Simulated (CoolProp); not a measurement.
Values from CoolProp's reference Helmholtz-energy equation of state, Thol 2016.

Question: For hexamethyldisiloxane (MM), give the phase and the density (kg/m³), cv (kJ/(kg K)), speed of sound (m/s), expansivity (1/kK) at 301.2 K and 0.581 MPa; 434.1 K and 0.581 MPa; 456.3 K and 0.581 MPa.

Answer: 
- 301.2 K and 0.581 MPa: liquid; density 757, cv 1.55, speed of sound 869, expansivity 1.39
- 434.1 K and 0.581 MPa: liquid; density 594, cv 1.89, speed of sound 417, expansivity 2.68
- 456.3 K and 0.581 MPa: gas; density 31.1, cv 1.91, speed of sound 124, expansivity 4.77
